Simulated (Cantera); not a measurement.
A freely propagating, adiabatic, planar premixed flame of 7.94 % CH₄, 1.11 % CO, 17.5 % O₂, 73.5 % N₂, equivalence ratio 0.94, unburnt at 398 K and 1.00 bar; mixture-averaged transport, grid criteria slope 0.08 and curve 0.16, no radiation.

Model: GRI-Mech 3.0 (53 species, 325 reactions), integrated in Cantera. Burning velocities carry a grid error of a few per cent, more on coarse grids.

x: mole fraction of selected species; z is measured from the peak of heat release.

```
z (mm)  T (K)  u (m/s)     x CH₄     x CO    x O₂   x NO    x C₂H      x OH
------  -----  -------  --------  -------  ------  -----  -------  --------
-1.40     398    0.488    0.0794   0.0111   0.175  <1e-8    <1e-8     <1e-8
-0.936    399    0.490    0.0792   0.0111   0.174  <1e-8    <1e-8     <1e-8
-0.702    406    0.498    0.0787   0.0112   0.174  <1e-8    <1e-8     <1e-8
-0.468    458    0.565    0.0755   0.0121   0.170    ___    <1e-8   1.58e-7
-0.234    838     1.04    0.0544   0.0208   0.141    ___    <1e-8   1.93e-5
-0.117   1241     1.56    0.0304   0.0326   0.104    ___    <1e-8  0.000185
0        1624     2.05   0.00693   0.0434  0.0601    ___  3.91e-8   0.00172
0.117    1777     2.23  0.000390   0.0379  0.0360    ___  2.13e-8   0.00488
0.234    1828     2.28   1.02e-5   0.0287  0.0283    ___    <1e-8   0.00622
0.468    1891     2.35   1.43e-8   0.0203  0.0238    ___    <1e-8   0.00659
0.936    1963     2.43     <1e-8   0.0158  0.0206    ___    <1e-8   0.00622
1.87     2034     2.51     <1e-8   0.0122  0.0178    ___    <1e-8   0.00535
3.74     2091     2.57     <1e-8  0.00866  0.0153    ___    <1e-8   0.00429
```

Task: What belongs in the gaps?

Result: 
- -0.468, x NO: 6.66e-8
- -0.234, x NO: 1.31e-6
- -0.117, x NO: 3.30e-6
- 0, x NO: 6.52e-6
- 0.117, x NO: 1.04e-5
- 0.234, x NO: 1.30e-5
- 0.468, x NO: 1.61e-5
- 0.936, x NO: 2.03e-5
- 1.87, x NO: 2.66e-5
- 3.74, x NO: 3.57e-5
